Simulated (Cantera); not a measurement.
Mixture: CH3OH : O2 : N2 : H2O = 1 : 1.5 : 9.15 : 1.1 (molar parts), at 38.0 bar, adiabatic and at constant volume. Ignition delay is the time to a rise of 400 K.

Computed with Cantera and GRI-Mech 3.0 (53 species, 325 reactions). GRI-Mech 3.0 was tuned for natural gas; its chemistry of methanol as a main component is partial and can be far from experiment. The pressure lies above the range GRI-Mech 3.0 was tuned for (to about 10 atm).

**Question.** What does this change do: pressure from 38.0 bar to 2.60 bar?

**Answer.** 
| quantity | before | after |
|---|---|---|
| delay at 1100 K | 4.01 ms | 24.5 ms |
| delay at 1250 K | 0.262 ms | 1.74 ms |
| delay at 1400 K | 31.6 µs | 0.233 ms |
| delay at 1550 K | 6.20 µs | 51.0 µs |
| delay at 1700 K | 1.75 µs | 15.9 µs |
| apparent activation energy between 1625 and 1775 K | 180 kJ/mol | 160 kJ/mol |

**Question.** What does this change do: H2O 1.1 to 0.68 parts?

**Answer.** 
```csv
quantity,before,after
delay at 1100 K,4.01 ms,4.12 ms
delay at 1250 K,0.262 ms,0.273 ms
delay at 1400 K,31.6 µs,33.5 µs
delay at 1550 K,6.20 µs,6.66 µs
delay at 1700 K,1.75 µs,1.90 µs
apparent activation energy between 1625 and 1775 K,180 kJ/mol,180 kJ/mol
```
